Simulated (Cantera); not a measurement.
What does this Cantera script print?

```python
import numpy as np
import cantera as ct

gas_names = """
    C CH CH2 CH3 CH2OH CH3O CH4 CH3OH CO CO2 COOH C2 C2H CHCO,ketyl C2H2,acetylene C2H2,vinylidene
    CH2CO,ketene C2H3,vinyl CH3CO,acetyl C2H4 C2H4O,ethylen CH3CHO,ethanal CH3COOH (HCOOH)2 C2H5 C2H6
    CH3OCH3 C2H5OH C2O C3 C3H3,propargyl C3H4,allene C3H4,propyne C3H4,cyclo- C3H5,allyl C3H6,propylene
    C3H6,cyclo- C3H6O C3H7,n-propyl C3H7,i-propyl C3H8 C3H8O,1propanol C3H8O,2propanol C3O2 C4 C4H2
    C4H4,1,3-cyclo- C4H6,butadiene C4H6,2-butyne C4H6,cyclo- C4H8,1-butene C4H8,cis2-buten
    C4H8,tr2-butene C4H8,isobutene C4H8,cyclo- (CH3COOH)2 C4H9,n-butyl C4H9,i-butyl C4H9,s-butyl
    C4H9,t-butyl C4H10,isobutane C4H10,n-butane C5 C5H6,1,3cyclo- C5H8,cyclo- C5H10,1-pentene
    C5H10,cyclo- C5H11,pentyl C5H11,t-pentyl C5H12,n-pentane C5H12,i-pentane CH3C(CH3)2CH3 C6H2
    C6H5,phenyl C6H5O,phenoxy C6H6 C6H5OH,phenol C6H10,cyclo- C6H12,1-hexene C6H12,cyclo- C6H13,n-hexyl
    C7H7,benzyl C7H8 C7H8O,cresol C7H14,1-heptene C7H15,n-heptyl C7H16,n-heptane C8H8,styrene
    C8H10,ethylbenz C8H16,1-octene C8H17,n-octyl C8H18,isooctane C8H18,n-octane C9H19,n-nonyl
    C10H8,naphthale C10H21,n-decyl C12H9,o-bipheny C12H10,bipheny Cu CuO Cu2 H HCO HO2 H2
    HCHO,formaldehy HCOOH H2O H2O2 O OH O2 O3
""".split()
cond_names = """
    C(gr) C6H6(L) C7H8(L) C8H18(L),n-octa Cu(cr) Cu(L) CuO(s) CuO2H2(s) Cu2O(s) Cu2O(L) H2O(s) H2O(L)
""".split()


def load(file, names, dense=False):
    # The tables refer to 1 bar. Condensed volumes are neglected.
    table = {s.name: s for s in ct.Species.list_from_file(file)}
    out = []
    for n in names:
        d = dict(table[n].input_data)
        d["thermo"] = dict(d["thermo"], **{"reference-pressure": 1e5})
        if dense:
            d["equation-of-state"] = {"model": "constant-volume", "density": "1e6 g/cm^3"}
        out.append(ct.Species.from_dict(d))
    return out


gas = ct.Solution(thermo="ideal-gas", species=load("nasa_gas.yaml", gas_names))
cond = {s.name: ct.Solution(thermo="fixed-stoichiometry", species=[s], name=s.name)
        for s in load("nasa_condensed.yaml", cond_names, dense=True)}
atoms = {
    'Cu2O': {'Cu': 2, 'O': 1},
    'CO': {'C': 1, 'O': 1},
    'H2': {'H': 2},
}
top_T = {'C(gr)': 4500, 'CuO(s)': 1390}  # K; cautious upper limits of use, not melting points


def equilibrate(T, P, feed):
    n = {}
    for name, mol in feed.items():
        for a, k in atoms[name].items():
            n[a] = n.get(a, 0.0) + k * mol
    gas.TPX = T, P, n
    mass = sum(n.values()) * gas.mean_molecular_weight
    gas.equilibrate("TP")
    valid = [c for c in cond.values() if c.min_temp <= T <= top_T.get(c.name, c.max_temp)]
    mix = ct.Mixture([(gas, mass / gas.mean_molecular_weight)] + [(c, 0.0) for c in valid])
    mix.T, mix.P = T, P
    mix.equilibrate("TP", solver="vcs", rtol=1e-11, max_steps=5000)
    return mix


results = []
T = 1475  # K
P = 1000  # Pa
for m in [0.15, 0.38, 0.6, 0.83, 1.1, 1.3, 1.5, 1.7, 2, 2.2, 2.4, 2.6]:
    feed = {'Cu2O': 1, 'CO': 0.73, 'H2': m}  # mol
    mix = equilibrate(T, P, feed)
    results.append((T, P, feed, dict(zip(mix.species_names, mix.species_moles))))

top = {s: max(r[3][s] / sum(r[3][g] for g in gas_names) for r in results) for s in gas_names}
cols = sorted((s for s in top if top[s] > 0.0001), key=lambda s: -top[s])[:6]
seen = [c for c in cond_names if any(r[3].get(c, 0) > 1e-12 for r in results)]
print("log10 of partial pressures in bar; condensed amounts in mol")
print(f"{'n(H2)':>10s}" + "".join(f"{s[:9]:>10s}" for s in cols + seen))
for T, P, feed, n in results:
    ng = sum(n[g] for g in gas_names)
    print(f"{feed['H2']:10.4g}" + "".join(f"{np.log10(max(n[s] / ng * P / 1e5, 1e-99)):10.3f}" for s in cols)
          + "".join(f"{n.get(c, 0):10.4g}" for c in seen))
```

It prints:

```
log10 of partial pressures in bar; condensed amounts in mol
     n(H2)       CO2        H2       H2O        CO        O2        Cu     Cu(L)   Cu2O(s)
      0.15    -2.084    -6.529    -2.771    -5.447    -4.226    -5.271      1.78    0.1098
      0.38    -2.239    -3.738    -2.490    -3.093    -9.244    -5.271     1.999         0
       0.6    -2.429    -3.142    -2.422    -2.755   -10.300    -5.271     1.999         0
      0.83    -2.605    -2.856    -2.406    -2.659   -10.843    -5.271     1.999         0
       1.1    -2.784    -2.660    -2.418    -2.630   -11.259    -5.271     1.999         0
       1.3    -2.900    -2.563    -2.436    -2.632   -11.488    -5.271     1.999         0
       1.5    -3.004    -2.491    -2.457    -2.642   -11.675    -5.271     1.999         0
       1.7    -3.097    -2.434    -2.480    -2.657   -11.832    -5.271     1.999         0
         2    -3.222    -2.371    -2.514    -2.683   -12.029    -5.271     1.999         0
       2.2    -3.297    -2.337    -2.537    -2.702   -12.140    -5.271     1.998         0
       2.4    -3.365    -2.310    -2.559    -2.721   -12.240    -5.271     1.998         0
       2.6    -3.429    -2.286    -2.580    -2.740   -12.330    -5.271     1.998         0
```

These are equilibrium values from Cantera (NASA tables, ideal gas, pure condensed phases), not measurements of a reactor. Mutual solubility and eutectic melting of coexisting phases are not modelled.
